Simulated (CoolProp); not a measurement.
Vapour-liquid equilibrium of ethanol (1) + p-xylene (2) at 0.248 MPa; x and y are mole fractions of (1).

Values from CoolProp's multi-fluid Helmholtz-energy mixture model, Schroeder 2014 and Zhou 2012; pair parameters Bell 2016.

| x | bubble temperature (K) | y at the bubble point | dew temperature at overall composition x (K) | liquid density (mol/L) |
|---|---|---|---|---|
| 0.05 | 416.2 | 0.537 | 446.0 | ___ |
| 0.2 | 390.7 | 0.788 | 438.2 | 8.035 |
| 0.35 | 385.7 | ___ | 429.5 | 8.820 |
| 0.5 | 383.6 | 0.847 | 419.1 | 9.769 |
| 0.65 | ___ | ___ | 406.3 | 10.98 |
| 0.8 | 379.3 | ___ | ___ | 12.55 |
| 0.95 | 376.9 | ___ | 377.8 | 14.60 |

### Question
Some entries are withheld; supply them.

### Answer

- 0.05, liquid density (mol/L): 7.205
- 0.35, y at the bubble point: 0.828
- 0.65, bubble temperature (K): 381.6
- 0.65, y at the bubble point: 0.871
- 0.8, y at the bubble point: 0.912
- 0.8, dew temperature at overall composition x (K): 389.2
- 0.95, y at the bubble point: 0.975

No azeotrope shows between x = 0.05 and 0.95.

Pair parameters are fitted to limited data, so mixtures are less certain than the pure fluids. With so large a gap from Raoult's law the liquid may split in two, which this calculation doesn't test in full.
